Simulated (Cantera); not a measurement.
A Cantera script and what it prints.

```python
import numpy as np
import cantera as ct

gas_names = [...]  # 110 gases of nasa_gas.yaml made of C, H, O
cond_names = """
    C(gr) C6H6(L) C7H8(L) C8H18(L),n-octa H2O(s) H2O(L)
""".split()


# ... load() reads the species with a 1 bar reference pressure and builds the phases ...
atoms = {
    'C3H8': {'C': 3, 'H': 8},
    'H2O': {'H': 2, 'O': 1},
}
top_T = {'C(gr)': 4500}  # K; cautious upper limits of use, not melting points


# ... equilibrate(T, P, feed) seeds the gas with the atoms and calls Mixture.equilibrate('TP', solver="vcs", rtol=1e-11, max_steps=5000) ...
results = []
feed = {'C3H8': 1, 'H2O': 0.088}  # mol
P = 1000  # Pa
for T in [1948, 2023, 2098, 2173, 2248, 2323, 2398, 2473, 2548, 2623]:
    mix = equilibrate(T, P, feed)
    results.append((T, P, feed, dict(zip(mix.species_names, mix.species_moles))))
    x = sorted(zip(gas.X, gas.species_names), reverse=True)
    print(f"T = {T:g} K  P = {P:g} Pa  gas = {mix.phase_moles(0):.4g} mol")
    print("   x: " + "  ".join(f"{s} {v:.3e}" for v, s in x if v > 0.001))
    print("   condensed (mol): " + ("  ".join(f"{mix.phase(i).name} {mix.phase_moles(i):.4g}"
          for i in range(1, mix.n_phases) if mix.phase_moles(i) > 1e-12) or "none"))
```

Output:

```
T = 1948 K  P = 1000 Pa  gas = 4.199 mol
   x: H2 9.674e-01  CO 2.096e-02  H 1.111e-02
   condensed (mol): C(gr) 2.908
T = 2023 K  P = 1000 Pa  gas = 4.215 mol
   x: H2 9.597e-01  CO 2.088e-02  H 1.860e-02
   condensed (mol): C(gr) 2.905
T = 2098 K  P = 1000 Pa  gas = 4.239 mol
   x: H2 9.479e-01  H 2.996e-02  CO 2.076e-02  C2H2,acetylene 1.353e-03
   condensed (mol): C(gr) 2.9
T = 2173 K  P = 1000 Pa  gas = 4.276 mol
   x: H2 9.308e-01  H 4.656e-02  CO 2.058e-02  C2H2,acetylene 2.054e-03
   condensed (mol): C(gr) 2.894
T = 2248 K  P = 1000 Pa  gas = 4.327 mol
   x: H2 9.067e-01  H 6.995e-02  CO 2.034e-02  C2H2,acetylene 3.004e-03
   condensed (mol): C(gr) 2.886
T = 2323 K  P = 1000 Pa  gas = 4.4 mol
   x: H2 8.739e-01  H 1.018e-01  CO 2.000e-02  C2H2,acetylene 4.231e-03
   condensed (mol): C(gr) 2.874
T = 2398 K  P = 1000 Pa  gas = 4.499 mol
   x: H2 8.310e-01  H 1.436e-01  CO 1.956e-02  C2H2,acetylene 5.740e-03
   condensed (mol): C(gr) 2.859
T = 2473 K  P = 1000 Pa  gas = 4.632 mol
   x: H2 7.768e-01  H 1.965e-01  CO 1.900e-02  C2H2,acetylene 7.490e-03
   condensed (mol): C(gr) 2.84
T = 2548 K  P = 1000 Pa  gas = 4.804 mol
   x: H2 7.110e-01  H 2.608e-01  CO 1.832e-02  C2H2,acetylene 9.379e-03
   condensed (mol): C(gr) 2.816
T = 2623 K  P = 1000 Pa  gas = 5.022 mol
   x: H2 6.346e-01  H 3.355e-01  CO 1.752e-02  C2H2,acetylene 1.125e-02
   condensed (mol): C(gr) 2.786
```

Equilibrium computed with Cantera from the NASA thermochemical tables; the gas is ideal and each condensed phase is pure.
